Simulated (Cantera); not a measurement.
An isothermal, constant-pressure homogeneous reactor starts with H₂ : O₂ : N₂ = 1.5 : 1 : 0.82 (molar parts), equivalence ratio 0.75, at 1100 K and 750 Torr.

Model: the H2/O2 subset of GRI-Mech 3.0, which has no nitrogen chemistry, integrated in Cantera. The temperature is held fixed by assumption; the heat of reaction is taken as removed at once.

x: mole fraction; the columns are a selection and need not sum to one.

| t (s) | x H₂ | x O₂ | x H₂O₂ | x HO₂ | x H | x OH |
|---|---|---|---|---|---|---|
| 0.000200 | 0.0650 | 0.126 | 0.000183 | 0.000236 | 8.92e-6 | 5.34e-6 |
| 0.000498 | 0.0633 | 0.126 | (withheld) | 0.000200 | 8.75e-6 | 5.25e-6 |
| 0.00124 | 0.0582 | 0.123 | 0.000298 | 0.000209 | 1.01e-5 | 6.66e-6 |
| 0.00308 | 0.0462 | 0.118 | 0.000266 | 0.000193 | 8.30e-6 | 6.72e-6 |
| 0.00767 | 0.0272 | 0.109 | 0.000167 | 0.000149 | 4.57e-6 | 5.84e-6 |
| 0.0191 | 0.00955 | 0.101 | 5.63e-5 | 8.48e-5 | 1.31e-6 | 4.30e-6 |
| 0.0475 | 0.00201 | 0.0982 | 7.16e-6 | 2.95e-5 | 1.52e-7 | 2.16e-6 |
| 0.118 | (withheld) | 0.0974 | (withheld) | (withheld) | (withheld) | (withheld) |
| 0.294 | 6.54e-5 | 0.0973 | 4.02e-8 | 1.85e-6 | 1.35e-9 | 4.51e-7 |
| 0.733 | 4.11e-6 | 0.0973 | 1.54e-9 | 1.75e-7 | 8.24e-11 | 3.64e-7 |
| 1.82 | 3.30e-9 | 0.0973 | 1.08e-9 | 6.22e-9 | 1.32e-12 | 1.09e-6 |
| 4.54 | 2.48e-9 | 0.0973 | 1.64e-9 | 5.41e-9 | 1.30e-12 | 1.36e-6 |
| 11.3 | 2.48e-9 | 0.0973 | 1.64e-9 | 5.41e-9 | 1.30e-12 | 1.36e-6 |
| 28.1 | 2.48e-9 | 0.0973 | 1.64e-9 | 5.41e-9 | 1.30e-12 | 1.36e-6 |
| 70.0 | 2.48e-9 | 0.0973 | 1.64e-9 | 5.41e-9 | 1.30e-12 | 1.36e-6 |

Q: Some entries are withheld; supply them.

A: 
- 0.000498, x H₂O₂: 0.000250
- 0.118, x H₂: 0.000392
- 0.118, x H₂O₂: 5.65e-7
- 0.118, x HO₂: 7.95e-6
- 0.118, x H: 1.33e-8
- 0.118, x OH: 8.77e-7
